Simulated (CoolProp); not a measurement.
Octamethylcyclotetrasiloxane (D4) along the isotherm 346.85 °C: fugacity coefficient from the reference equation and from simpler models built on Tc = 313.4 °C, pc = 1.347 MPa, ω = 0.598; each cubic takes its own stable root.

Model: reference Helmholtz-energy equation of state, Thol 2015, in CoolProp.

| p (MPa) | phase | reference | van der Waals | Redlich-Kwong | Soave-Redlich-Kwong |
|---|---|---|---|---|---|
| 0.00639 | gas | 0.9987 | 0.9988 | 0.9986 | 0.9987 |
| 0.0145 | gas | 0.9969 | 0.9972 | 0.9969 | 0.9971 |
| 0.0331 | gas | 0.9930 | 0.9936 | 0.9929 | 0.9933 |
| 0.0753 | gas | 0.9842 | 0.9855 | 0.9838 | 0.9849 |
| 0.171 | gas | 0.9642 | 0.9672 | 0.9635 | 0.9658 |
| 0.39 | gas | 0.9191 | 0.9254 | 0.9175 | 0.9227 |
| 0.888 | gas | 0.8194 | 0.8308 | 0.8157 | 0.8278 |
| 2.02 | supercritical | 0.6033 | 0.5983 | 0.5863 | 0.6220 |
